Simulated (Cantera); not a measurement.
Input (Python, Cantera) and output of one run.

```python
import numpy as np
import cantera as ct

gas_names = """
    CL CLO CL2 H HCL HNO HNO2 HNO3 HOCL HO2 H2 H2O H2O2 N NH NH2 NH3 NH2OH NO NO2 NO3 N2 N2H2 N2H4 N2O O
    OH O2 O3
""".split()
cond_names = """
    H2O(s) H2O(L) NH4CL(a) NH4CL(b)
""".split()


# ... load() reads the species with a 1 bar reference pressure and builds the phases ...
atoms = {
    'HCl': {'H': 1, 'CL': 1},
    'O2': {'O': 2},
    'N2': {'N': 2},
}
top_T = {}  # K; cautious upper limits of use, not melting points


# ... equilibrate(T, P, feed) seeds the gas with the atoms and calls Mixture.equilibrate('TP', solver="vcs", rtol=1e-11, max_steps=5000) ...
results = []
feed = {'HCl': 1, 'O2': 0.2, 'N2': 0.22}  # mol
P = 133.322  # Pa
for T in [1248, 1398, 1548, 1698, 1848, 1998, 2148, 2298, 2448, 2598, 2748, 2898, 3048, 3198]:
    mix = equilibrate(T, P, feed)
    results.append((T, P, feed, dict(zip(mix.species_names, mix.species_moles))))
    x = sorted(zip(gas.X, gas.species_names), reverse=True)
    print(f"T = {T:g} K  P = {P:g} Pa  gas = {mix.phase_moles(0):.4g} mol")
    print("   x: " + "  ".join(f"{s} {v:.3e}" for v, s in x if v > 1e-05))
    print("   condensed (mol): " + ("  ".join(f"{mix.phase(i).name} {mix.phase_moles(i):.4g}"
          for i in range(1, mix.n_phases) if mix.phase_moles(i) > 1e-12) or "none"))
```

It prints:

```
T = 1248 K  P = 133.322 Pa  gas = 1.418 mol
   x: HCL 6.477e-01  N2 1.551e-01  O2 1.266e-01  H2O 2.868e-02  CL 2.618e-02  CL2 1.559e-02  NO 9.584e-05  OH 1.384e-05  CLO 1.224e-05
   condensed (mol): none
T = 1398 K  P = 133.322 Pa  gas = 1.437 mol
   x: HCL 6.238e-01  N2 1.530e-01  O2 1.210e-01  CL 5.980e-02  H2O 3.595e-02  CL2 6.086e-03  NO 2.396e-04  OH 8.250e-05  CLO 2.146e-05
   condensed (mol): none
T = 1548 K  P = 133.322 Pa  gas = 1.455 mol
   x: HCL 5.822e-01  N2 1.509e-01  O2 1.108e-01  CL 1.007e-01  H2O 5.228e-02  CL2 2.117e-03  NO 4.884e-04  OH 3.782e-04  O 6.956e-05  CLO 2.836e-05  H2 1.516e-05
   condensed (mol): none
T = 1698 K  P = 133.322 Pa  gas = 1.474 mol
   x: HCL 5.309e-01  N2 1.488e-01  CL 1.459e-01  O2 9.791e-02  H2O 7.294e-02  OH 1.325e-03  NO 8.542e-04  CL2 7.853e-04  O 3.750e-04  H2 1.256e-04  H 4.439e-05  CLO 3.273e-05
   condensed (mol): none
T = 1848 K  P = 133.322 Pa  gas = 1.495 mol
   x: HCL 4.754e-01  CL 1.927e-01  N2 1.465e-01  H2O 9.392e-02  O2 8.352e-02  OH 3.685e-03  O 1.499e-03  NO 1.325e-03  H2 7.412e-04  H 3.953e-04  CL2 3.195e-04  CLO 3.470e-05
   condensed (mol): none
T = 1998 K  P = 133.322 Pa  gas = 1.523 mol
   x: HCL 4.179e-01  CL 2.385e-01  N2 1.435e-01  H2O 1.106e-01  O2 6.850e-02  OH 8.431e-03  O 4.723e-03  H2 3.290e-03  H 2.520e-03  NO 1.857e-03  CL2 1.414e-04  CLO 3.444e-05
   condensed (mol): none
T = 2148 K  P = 133.322 Pa  gas = 1.569 mol
   x: HCL 3.555e-01  CL 2.816e-01  N2 1.390e-01  H2O 1.157e-01  O2 5.420e-02  OH 1.611e-02  O 1.229e-02  H 1.204e-02  H2 1.113e-02  NO 2.387e-03  CL2 6.760e-05  CLO 3.255e-05
   condensed (mol): none
T = 2298 K  P = 133.322 Pa  gas = 1.664 mol
   x: CL 3.213e-01  HCL 2.797e-01  N2 1.308e-01  H2O 9.933e-02  H 4.315e-02  O2 4.252e-02  O 2.772e-02  H2 2.706e-02  OH 2.546e-02  NO 2.865e-03  CL2 3.464e-05  CLO 2.998e-05
   condensed (mol): none
T = 2448 K  P = 133.322 Pa  gas = 1.844 mol
   x: CL 3.533e-01  HCL 1.890e-01  N2 1.177e-01  H 1.129e-01  H2O 6.155e-02  O 5.522e-02  H2 4.288e-02  O2 3.267e-02  OH 3.159e-02  NO 3.193e-03  CLO 2.661e-05  CL2 1.845e-05
   condensed (mol): none
T = 2598 K  P = 133.322 Pa  gas = 2.107 mol
   x: CL 3.710e-01  H 2.126e-01  HCL 1.035e-01  N2 1.028e-01  O 9.237e-02  H2 4.159e-02  OH 2.790e-02  H2O 2.364e-02  O2 2.138e-02  NO 3.127e-03  CLO 2.099e-05
   condensed (mol): none
T = 2748 K  P = 133.322 Pa  gas = 2.355 mol
   x: CL 3.775e-01  H 2.983e-01  O 1.238e-01  N2 9.208e-02  HCL 4.700e-02  H2 2.573e-02  OH 1.687e-02  O2 1.052e-02  H2O 5.430e-03  NO 2.614e-03  N 1.966e-05  CLO 1.401e-05
   condensed (mol): none
T = 2898 K  P = 133.322 Pa  gas = 2.503 mol
   x: CL 3.800e-01  H 3.457e-01  O 1.404e-01  N2 8.689e-02  HCL 1.959e-02  H2 1.222e-02  OH 8.001e-03  O2 4.233e-03  NO 1.979e-03  H2O 9.242e-04  N 5.692e-05
   condensed (mol): none
T = 3048 K  P = 133.322 Pa  gas = 2.569 mol
   x: CL 3.810e-01  H 3.664e-01  O 1.473e-01  N2 8.482e-02  HCL 8.223e-03  H2 5.370e-03  OH 3.542e-03  O2 1.631e-03  NO 1.462e-03  H2O 1.507e-04  N 1.506e-04
   condensed (mol): none
T = 3198 K  P = 133.322 Pa  gas = 2.597 mol
   x: CL 3.814e-01  H 3.749e-01  O 1.500e-01  N2 8.397e-02  HCL 3.625e-03  H2 2.399e-03  OH 1.601e-03  NO 1.089e-03  O2 6.538e-04  N 3.663e-04  H2O 2.674e-05
   condensed (mol): none
```

Equilibrium computed with Cantera from the NASA thermochemical tables; the gas is ideal and each condensed phase is pure.
